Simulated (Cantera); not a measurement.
An adiabatic, constant-pressure homogeneous reactor starts with CO : H₂ : O₂ : N₂ : H₂O = 1 : 0.27 : 0.977 : 3.67 : 0.73 (molar parts), at 1223 K and 22000 Pa.

Detailed kinetics in Cantera: GRI-Mech 3.0 (53 species, 325 reactions).

### Question
Predict: time of steepest temperature rise; temperature at 0.300 s; equilibrium temperature; x(CO) at 0.300 s; x(H₂) at 0.300 s; x(O₂) at 0.300 s; x(H₂O) at 0.300 s; x(CO₂) at 0.300 s.

### Answer
| Quantity | Value |
|---|---|
| time of steepest temperature rise | 0.361 ms |
| temperature at 0.300 s | 2352 K |
| equilibrium temperature | 2351 K |
| x(CO) at 0.300 s | 0.0201 (gas-phase equilibrium 0.0201) |
| x(H₂) at 0.300 s | 0.00373 (gas-phase equilibrium 0.00372) |
| x(O₂) at 0.300 s | 0.0597 (gas-phase equilibrium 0.0595) |
| x(H₂O) at 0.300 s | 0.153 (gas-phase equilibrium 0.153) |
| x(CO₂) at 0.300 s | 0.143 (gas-phase equilibrium 0.143) |
